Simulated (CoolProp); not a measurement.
Vapour-liquid equilibrium of CH2F2 (R32) (1) + R152A (2) at 275.8 K; x and y are mole fractions of (1).

The numbers come from the multi-fluid Helmholtz-energy mixture model, Tillner-Roth 1997 and Outcalt 1996; pair parameters Bell 2016 in CoolProp.

```tsv
x	bubble pressure, mixture model (kPa)	bubble pressure, Raoult's law (kPa)	y, mixture model	y, Raoult's law
0.05	319.3	319.8	0.129	0.138
0.15	377.6	379.2	0.328	0.350
0.25	435.6	438.6	0.475	0.504
0.35	493.6	498.1	0.590	0.621
0.45	551.8	557.5	0.683	0.714
0.55	610.4	616.9	0.760	0.788
0.65	669.6	676.4	0.826	0.850
0.75	729.5	735.8	0.883	0.901
0.85	790.5	795.2	0.933	0.945
0.95	852.8	854.7	0.979	0.983
```

The largest gap from Raoult's law is -1.1 % in bubble pressure, at x = 0.55. No azeotrope shows between x = 0.05 and 0.95.

The pair parameters rest on a limited set of measurements; away from them the model extrapolates.
